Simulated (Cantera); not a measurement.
Charge: 1 mol SiHCl₃, 0.19 mol CH₄, 37 mol H₂, held at 1500 K and 750 Torr.

These are equilibrium values from Cantera (NASA tables, ideal gas, pure condensed phases), not measurements of a reactor. Candidate condensed phases: C, C₆H₆, C₇H₈, C₈H₁₈, Si, SiC; 109 gas species. Mutual solubility and eutectic melting of coexisting phases are not modelled. The tables' values for SiCl₃ are old estimates; treat these amounts as uncertain. Rates play no part.

Base state: H₂ 0.938, HCl 0.0504, SiCl₂ 0.00871, SiCl₃ 0.00113, SiHCl₃ 0.000896, SiCl₄ 0.000465, SiH₂Cl₂ 0.000275, SiH₃Cl 2.47e-5 (mole fractions); condensed: Si(s) + SiC(s).

Question: What changes in the equilibrium state with this change: temperature from 1500 K to 923.15 K?

Answer: 
```json
[
 {"species": "H₂", "before": "0.938", "after": "0.975"},
 {"species": "SiCl₄", "before": "0.000465", "after": "0.0111"},
 {"species": "SiHCl₃", "before": "0.000896", "after": "0.00919"},
 {"species": "HCl", "before": "0.0504", "after": "0.00420"},
 {"species": "H", "before": "1.70e-5", "after": "<1e-9"},
 {"species": "SiCl₂", "before": "0.00871", "after": "1.12e-5"},
 {"species": "SiCl₃", "before": "0.00113", "after": "5.54e-5"},
 {"species": "CH₄", "before": "1.65e-5", "after": "9.63e-5"},
 {"species": "SiH₂Cl₂", "before": "0.000275", "after": "0.000746"},
 {"species": "Si(s), mol", "before": "0.359", "after": "0"},
 {"species": "SiC(s), mol", "before": "0.189", "after": "0.186"}
]
```
